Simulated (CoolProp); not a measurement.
Values from CoolProp's reference Helmholtz-energy equation of state, Lemmon 2013.

Task: For propylene, give the phase and the cp (kJ/(kg K)), speed of sound (m/s), viscosity (µPa s), conductivity (mW/(m K)) at 39.85 °C and 0.902 bar; 29.05 °C and 25.4 bar; 41.45 °C and 0.953 bar.

Result: 
- 39.85 °C and 0.902 bar: gas; cp 1.60, speed of sound 264, viscosity 9.00, conductivity 18.7
- 29.05 °C and 25.4 bar: liquid; cp 2.67, speed of sound 703, viscosity 93.8, conductivity 111
- 41.45 °C and 0.953 bar: gas; cp 1.61, speed of sound 264, viscosity 9.05, conductivity 18.8

Viscosity comes from a separate model (Huber 2003), an estimate that may be off by 10 % or more. Thermal conductivity comes from a separate model (Huber 2003), an estimate that may be off by 10 % or more.
